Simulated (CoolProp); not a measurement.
Saturation properties of R1336mzz(E) (Tc = 403.5 K, pc = 27.79 bar, ω = 0.413).

Values from CoolProp's reference Helmholtz-energy equation of state, Akasaka 2023.

| T (K) | p (bar) | vapour density (kg/m³) | enthalpy of vaporisation (kJ/kg) |
|---|---|---|---|
| 300.4 | 2.092 | 14.98 | 143.2 |
| 302.4 | 2.240 | 16.00 | 142.1 |
| 304.5 | 2.405 | 17.14 | 140.9 |
| 306.6 | 2.578 | 18.35 | 139.7 |
| 308.6 | 2.752 | 19.56 | 138.6 |
| 310.7 | 2.944 | 20.90 | 137.3 |
| 312.8 | 3.147 | 22.31 | 136.1 |
| 314.8 | 3.349 | 23.73 | 134.9 |
| 316.9 | 3.572 | 25.30 | 133.6 |
| 319 | 3.806 | 26.95 | 132.3 |
| 321 | 4.040 | 28.61 | 131.0 |
| 323.1 | 4.297 | 30.43 | 129.7 |
| 325.1 | 4.553 | 32.27 | 128.4 |
| 327.2 | 4.834 | 34.29 | 127.0 |
| 329.3 | 5.128 | 36.42 | 125.6 |

It boils at 281.0 K under 1 atm.
